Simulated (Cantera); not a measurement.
A perfectly stirred reactor is fed with CH₄ : C₂H₆ : C₃H₈ : O₂ : N₂ = 1 : 0.038 : 0.037 : 2.44 : 9.17 (molar parts), at 10.0 bar; it is adiabatic with a 775 K inlet, and is followed from long to short residence time, starting on the burning branch (τ in s: 0.062, 0.028, 0.013, 0.006, 0.0028, 0.0013, 0.00059, 0.00027, 0.00012, 5.7e-05, 2.6e-05, 1.2e-05).

Cantera simulation using GRI-Mech 3.0 (53 species, 325 reactions); the numbers are that mechanism's predictions, not measurements.

Problem. Predict: blow-out, bracketed by the residence times tried; x(CH₄) at τ = 62.0 ms; x(C₂H₆) at τ = 62.0 ms; x(C₃H₈) at τ = 62.0 ms; x(NO₂) at τ = 62.0 ms; x(HCO) at τ = 62.0 ms; x(CH₄) at τ = 0.590 ms; x(C₂H₆) at τ = 0.590 ms; x(C₃H₈) at τ = 0.590 ms; x(NO₂) at τ = 0.590 ms; x(HCO) at τ = 0.590 ms.

Solution. 
```
Quantity                                                                           Value
------------------------------------------------  --------------------------------------
blow-out, bracketed by the residence times tried  burning at 12.0 µs, the shortest tried
x(CH₄) at τ = 62.0 ms                                                            3.27e-7
x(C₂H₆) at τ = 62.0 ms                                                           1.33e-9
x(C₃H₈) at τ = 62.0 ms                                                           1.79e-9
x(NO₂) at τ = 62.0 ms                                                            3.22e-6
x(HCO) at τ = 62.0 ms                                                            9.45e-9
x(CH₄) at τ = 0.590 ms                                                           2.66e-5
x(C₂H₆) at τ = 0.590 ms                                                          1.34e-7
x(C₃H₈) at τ = 0.590 ms                                                          1.64e-7
x(NO₂) at τ = 0.590 ms                                                           8.59e-7
x(HCO) at τ = 0.590 ms                                                           3.87e-7
```
